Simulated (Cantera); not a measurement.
## Ignition delay

Mixture: 9.55 % CH4, 0.315 % CO, 12.8 % O2, 77.0 % N2, 0.296 % H2, equivalence ratio 1.5, at 1.00 atm, adiabatic and at constant pressure. Ignition delay is the time to a rise of 400 K.

Model: GRI-Mech 3.0 (53 species, 325 reactions), integrated in Cantera.

| T0 (K) | delay (ms) |
|---|---|
| 1175 | 91.1 |
| 1250 | 34.0 |
| 1325 | 13.2 |
| 1400 | 5.39 |
| 1475 | 2.33 |
| 1550 | 1.09 |
| 1625 | 0.550 |
| 1700 | 0.301 |
| 1775 | 0.177 |

- apparent activation energy between 1625 and 1775 K = 180 kJ/mol
